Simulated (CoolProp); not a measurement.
Saturation properties of nitrogen.

Computed with CoolProp (reference Helmholtz-energy equation of state, Span 2000).

| T (K) | p (bar) | liquid density (kg/m³) | vapour density (kg/m³) |
|---|---|---|---|
| 96.8 | 6.190 | 708.1 | 25.44 |
| 99.3 | 7.412 | 693.6 | 30.43 |
| 101.9 | 8.857 | 677.7 | 36.45 |
| 104.4 | 10.43 | 661.5 | 43.19 |
| 107 | 12.26 | 643.7 | 51.35 |
| 109.6 | 14.32 | 624.5 | 60.95 |
| 112.1 | 16.52 | 604.5 | 71.88 |
| 114.7 | 19.06 | 581.5 | 85.53 |
| 117.3 | 21.87 | 555.5 | 102.4 |
| 119.8 | 24.85 | 526.0 | 123.2 |
| 122.4 | 28.28 | 487.2 | 153.1 |

It boils at 77.4 K under 1 atm.
